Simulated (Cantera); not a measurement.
Feed: 1 mol Si, 2.9 mol CO, at 1950 K and 7.90 bar.

These are equilibrium values from Cantera (NASA tables, ideal gas, pure condensed phases), not measurements of a reactor. Candidate condensed phases: C, Si, SiC, SiO₂; 20 gas species. The tables hold silica as quartz up to 1696 K and as liquid above; real silica turns to tridymite and cristobalite and melts near 1996 K. Equilibrium is a limit: real reactors are often held back by kinetics, nucleation or transport.

Base state: CO 0.996, SiO 0.00361, CO₂ 0.000256 (mole fractions); condensed: C(graphite) + SiO₂(condensed).

Question: What changes in the equilibrium state with this change: temperature from 1950 K to 1100 K?

Answer: 
```json
[
 {"species": "CO", "before": "0.996", "after": "0.679"},
 {"species": "CO₂", "before": "0.000256", "after": "0.321"},
 {"species": "SiO", "before": "0.00361", "after": "<1e-9"},
 {"species": "C(graphite), mol", "before": "2.00", "after": "2.22"},
 {"species": "SiO₂(condensed), mol", "before": "0.997", "after": "0"},
 {"species": "SiO₂(β-quartz), mol", "before": "0", "after": "1.00"}
]
```

Question: What changes in the equilibrium state with this change: pressure from 7.90 bar to 1 atm?

Answer: 
| species | before | after |
|---|---|---|
| CO | 0.996 | 0.925 |
| SiO | 0.00361 | 0.0754 |
| CO₂ | 0.000256 | 8.89e-5 |
| C(graphite), mol | 2.00 | 0 |
| SiO₂(condensed), mol | 0.997 | 0.209 |
| SiC(s), mol | 0 | 0.604 |
Mutual solubility and eutectic melting of coexisting phases are not modelled.
